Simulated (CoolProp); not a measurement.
Properties of dimethyl carbonate along the isotherm 600 K (Tc = 557.0 K, pc = 4909 kPa, ω = 0.346).

The numbers come from the reference Helmholtz-energy equation of state, Zhou 2011 in CoolProp.

```
p (kPa)          phase  density (kg/m³)  expansivity (1/kK)
-------  -------------  ---------------  ------------------
155                gas            2.823               1.715
319                gas            5.864               1.768
655                gas                ?               1.886
1340               gas            26.20                   ?
2760               gas            59.78                   ?
5670     supercritical                ?               8.760
11600    supercritical                ?                   ?
23900    supercritical            670.9                   ?
49100    supercritical            773.4               1.437
```

Q: Complete the blanks.

A: 
- 655, density (kg/m³): 12.28
- 1340, expansivity (1/kK): 2.170
- 2760, expansivity (1/kK): 3.049
- 5670, density (kg/m³): 169.9
- 11600, density (kg/m³): 524.5
- 11600, expansivity (1/kK): 7.246
- 23900, expansivity (1/kK): 2.648
